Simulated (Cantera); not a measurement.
An isothermal, constant-pressure homogeneous reactor starts with H₂ : O₂ = 0.059 : 1 (molar parts), equivalence ratio 0.029, at 948 K and 2.10 Torr.

Cantera simulation using GRI-Mech 3.0 (53 species, 325 reactions); the numbers are that mechanism's predictions, not measurements. Radical loss at walls, strong at low pressure, is not modelled. Below about 950 K walls govern HO2 and H2O2 in real vessels. The temperature is held fixed by assumption; the heat of reaction is taken as removed at once.

One state of this run: x H₂ = 0.00120; x O₂ = 0.914; x H₂O₂ = 1.69e-8; x HO₂ = 1.87e-6; x H = 0.0136; x OH = 0.00142; x H₂O = 0.0473. x: mole fraction; the columns are a selection and need not sum to one.

Task: Which value of t (s) does it belong to?
(A) 0.00174
(B) 4.26
(C) 0.0122
(D) 0.0862

Result: D, 0.0862
